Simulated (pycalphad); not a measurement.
Computed with pycalphad from the COST 507 light-alloy database (1999), at 1 atm. The data set is of 1999 and partly superseded. Kinetics are ignored, which matters at the lower temperatures.

Task: How does the equilibrium phase assembly of Zr-6.28Si (at.%) change on cooling from 2527 °C to 227 °C?

Result: 
| T (°C) | phases above | phases below |
|---|---|---|
| 1649.4 | liquid | bcc + liquid |
| 1541.1 | bcc + liquid | bcc + SIZR3 |
| 865.9 | bcc + SIZR3 | hcp + SIZR3 |
Changes were sought between steps of 100 K, so a narrower field can be missed.

Database names, with the compositions (at.%) that they take in these runs: SIZR3: Zr 75 Si 25.
